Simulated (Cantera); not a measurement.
An adiabatic, constant-pressure homogeneous reactor starts with H2 : O2 : N2 : H2O = 1 : 0.5 : 5 : 0.2 (molar parts), at 1798 K and 170000 Pa. Integrator tolerance rtol = 1e-08.

Cantera simulation using the H2/O2 subset of GRI-Mech 3.0, which has no nitrogen chemistry; the numbers are that mechanism's predictions, not measurements.

Question: What does this change do: constant volume in place of constant pressure?

Answer: 
| quantity | before | after |
|---|---|---|
| time of steepest temperature rise | 6.90 µs | 6.89 µs |
| temperature at 0.400 s | 2623 K | 2741 K |
| equilibrium temperature | 2623 K | 2741 K |
| x(H2) at 0.400 s | 0.0170 (gas-phase equilibrium 0.0170) | 0.0206 (gas-phase equilibrium 0.0206) |
| x(O2) at 0.400 s | 0.00630 (gas-phase equilibrium 0.00630) | 0.00745 (gas-phase equilibrium 0.00745) |
| x(H2O) at 0.400 s | 0.167 (gas-phase equilibrium 0.167) | 0.160 (gas-phase equilibrium 0.160) |
| x(O) at 0.400 s | 0.00158 (gas-phase equilibrium 0.00158) | 0.00238 (gas-phase equilibrium 0.00238) |
| x(OH) at 0.400 s | 0.00983 (gas-phase equilibrium 0.00983) | 0.0126 (gas-phase equilibrium 0.0126) |
| x(HO2) at 0.400 s | 2.06e-6 (gas-phase equilibrium 2.06e-6) | 3.27e-6 (gas-phase equilibrium 3.27e-6) |
